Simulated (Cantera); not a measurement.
Input (Python, Cantera) and output of one run.

```python
import numpy as np
import cantera as ct

gas_names = """
    O2 F2
""".split()
cond_names = """
    Ca(a) CaF2(a) CaO(s)
""".split()


# ... load() reads the species with a 1 bar reference pressure and builds the phases ...
species = {s.name: s for s in load("nasa_gas.yaml", gas_names) + load("nasa_condensed.yaml", cond_names)}
T = 625
g = {n: (s.thermo.h(T) - T * s.thermo.s(T)) / (ct.gas_constant * T * np.log(10)) for n, s in species.items()}
valid = cond_names  # the entries whose range holds T


def stable(la, lb):
    # potentials (over RT ln 10) of the two non-metals from log10 p(O2) and log10 p(F2) in bar
    mu = {}
    mu["O"] = (g["O2"] + la) / 2
    mu["F"] = (g["F2"] + lb) / 2
    cost = {}
    for n in valid:
        c = species[n].composition
        cost[n] = (g[n] - sum(c.get(e, 0) * m for e, m in mu.items())) / c["Ca"]
    return min(cost, key=cost.get)


results = []
for lb in [1, -4.6, -10.2, -15.8, -21.4, -27, -32.6, -38.2, -43.8, -49.4, -55]:
    row = [stable(la, lb) for la in [-29, -27.4, -25.8, -24.2, -22.6, -20.9, -19.3, -17.7, -16.1, -14.5, -12.9, -11.3, -9.7, -8.1, -6.4, -4.8, -3.2, -1.6, 0]]
    results.append(row)
    print(f"{lb:6.1f}  " + " ".join(f"{valid.index(n):x}" for n in row))
print("key: " + ", ".join(f"{i:x} {n}" for i, n in enumerate(valid)))
```

It prints:

```
   1.0  1 1 1 1 1 1 1 1 1 1 1 1 1 1 1 1 1 1 1
  -4.6  1 1 1 1 1 1 1 1 1 1 1 1 1 1 1 1 1 1 1
 -10.2  1 1 1 1 1 1 1 1 1 1 1 1 1 1 1 1 1 1 1
 -15.8  1 1 1 1 1 1 1 1 1 1 1 1 1 1 1 1 1 1 1
 -21.4  1 1 1 1 1 1 1 1 1 1 1 1 1 1 1 1 1 1 1
 -27.0  1 1 1 1 1 1 1 1 1 1 1 1 1 1 1 1 1 1 1
 -32.6  1 1 1 1 1 1 1 1 1 1 1 1 1 1 1 1 1 1 1
 -38.2  1 1 1 1 1 1 1 1 1 1 1 1 1 1 1 1 1 1 1
 -43.8  1 1 1 1 1 1 1 1 1 1 1 1 1 1 1 1 1 1 1
 -49.4  1 1 1 1 1 1 1 1 1 1 1 1 1 1 2 2 2 2 2
 -55.0  1 1 1 1 1 1 1 2 2 2 2 2 2 2 2 2 2 2 2
key: 0 Ca(a), 1 CaF2(a), 2 CaO(s)
```

Cantera with NASA thermochemical tables; ideal gases at 1 bar, condensed phases pure. Not in the tables: oxide halides.
